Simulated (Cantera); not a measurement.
AlN + HCl + O2 (chemical vapour transport)

Feed: 1 mol AlN, 0.095 mol HCl, 0.36 mol O2, held at 4580 Torr.

Equilibrium computed with Cantera from the NASA thermochemical tables; the gas is ideal and each condensed phase is pure. Candidate condensed phases: Al, AlCl3, AlN, Al2O3, H2O, NH4Cl; 45 gas species. Mutual solubility and eutectic melting of coexisting phases are not modelled. The tables' values for AlCl2 are old estimates; treat these amounts as uncertain. Kinetics and transport are ignored.

```
T (°C)   x N2   x H2  x AlCl3   x HCl   x AlCl2  x Al2Cl6    x AlCl  n AlN(s)  n Al2O3(s)
------  -----  -----  -------  ------  --------  --------  --------  --------  ----------
800     0.755  0.113   0.0726  0.0586   5.34e-7   0.00125  2.97e-10     0.495       0.240
850     0.755  0.113   0.0739  0.0576   1.54e-6  0.000737   1.70e-9     0.495       0.240
900     0.755  0.113   0.0748  0.0567   4.06e-6  0.000451   8.38e-9     0.495       0.240
950     0.755  0.114   0.0754  0.0559   9.81e-6  0.000287   3.60e-8     0.495       0.240
1000    0.755  0.114   0.0758  0.0551   2.21e-5  0.000189   1.38e-7     0.494       0.240
1050    0.755  0.115   0.0761  0.0543   4.67e-5  0.000129   4.76e-7     0.494       0.240
1100    0.755  0.115   0.0764  0.0537   9.33e-5   9.03e-5   1.50e-6     0.494       0.240
1150    0.755  0.115   0.0766  0.0530  0.000177   6.50e-5   4.33e-6     0.494       0.240
1200    0.755  0.116   0.0767  0.0525  0.000322   4.79e-5   1.16e-5     0.494       0.240
1250    0.755  0.116   0.0767  0.0519  0.000561   3.60e-5   2.93e-5     0.494       0.240
1300    0.755  0.116   0.0766  0.0514  0.000942   2.75e-5   6.93e-5     0.494       0.240
1350    0.755  0.116   0.0764  0.0509   0.00153   2.13e-5  0.000155     0.494       0.240
1400    0.755  0.116   0.0759  0.0503   0.00240   1.67e-5  0.000330     0.494       0.240
1450    0.754  0.117   0.0750  0.0497   0.00366   1.32e-5  0.000672     0.493       0.240
```
x: gas mole fraction; n: condensed amount in mol.

From 800 °C to 1450 °C the condensed part is AlN(s) + Al2O3(s). The main Al-bearing gas is AlCl3 throughout.
